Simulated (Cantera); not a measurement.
A closed system holds: 1 mol Si(CH3)4, 0.18 mol HCl, 1.6 mol H2, at 1700 K.

Cantera equilibrium calculation (NASA polynomials, part measured and part estimated; ideal gas, pure solids and liquids). Candidate condensed phases: C, C6H6, C7H8, C8H18, Si, SiC; 109 gas species. Rates play no part.

At 2.70 mbar, list the 4 most abundant gas species with their mole fractions, and the condensed phases.

H2 0.974, HCl 0.0230, H 0.00280, C2H2 (acetylene) 7.15e-5. Condensed: C(graphite) + SiC(s).
